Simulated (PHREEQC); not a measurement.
**Brine (model solution)**

Dissolve 1 mol NaOH and 0.6 mol NaHCO3 per kg of water at 25 °C. Closed to the air; pH follows from the charge balance.

The numbers come from PHREEQC with the Pitzer model, pitzer.dat.

```yaml
pH: 13.45
ionic_strength: 2.20 mol/kgw
activity_of_water: 0.964
density: 1.074 g/cm³
osmotic_coefficient: 0.789
total_alkalinity: 1600 meq/kg
```

```json
[
 {"species": "Na+", "molality": "1.60", "activity": "0.821", "log γ": "-0.290"},
 {"species": "CO3-2", "molality": "0.600", "activity": "0.0463", "log γ": "-1.112"},
 {"species": "OH-", "molality": "0.400", "activity": "0.277", "log γ": "-0.159"},
 {"species": "HCO3-", "molality": "8.27e-5", "activity": "3.56e-5", "log γ": "-0.366"}
]
```

Precipitation was switched off in this run. In brines, pH and single-ion activities rest on the MacInnes convention.
